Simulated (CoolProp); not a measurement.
Values from CoolProp's reference Helmholtz-energy equation of state, Zhou 2012.

**Question.** For m-xylene, give the phase and the isothermal compressibility (1/MPa), conductivity (mW/(m K)), Prandtl number at 62.25 °C and 2430 kPa; 89.25 °C and 2430 kPa.

**Answer.** 
- 62.25 °C and 2430 kPa: liquid; isothermal compressibility 0.00110, conductivity 121, Prandtl number 6.13
- 89.25 °C and 2430 kPa: liquid; isothermal compressibility 0.00136, conductivity 114, Prandtl number 5.45

Viscosity comes from a separate model (Cao 2016). Thermal conductivity comes from a separate model (Mylona 2014).
